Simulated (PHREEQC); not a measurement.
0.89 g of hydrous ferric oxide (600 m²/g; 0.2 weak and 0.005 strong sites per Fe, Dzombak-Morel constants, diffuse double layer) in 1 kg of water with 0.3 mol/kgw of an inert sodium salt and 2.3e-05 mol MgCl2, at 25 °C; the pH is set by adding NaOH or the inert anion's acid. Oxygen alone is held at its pressure in air (log pO2 = -0.68). CO2 from the air is kept out. Nothing may precipitate in this run.

Model: ion-association model, wateq4f.dat, run in PHREEQC.

Question: Predict surface charge σ (C/m²), surface potential ψ (mV) at pH = 4, 5, 5.5, 8.5.

Answer: 
```csv
pH,surface charge σ (C/m²),surface potential ψ (mV)
4,0.349,123
5,0.269,110
5.5,0.210,98
8.5,-0.020,-16
```
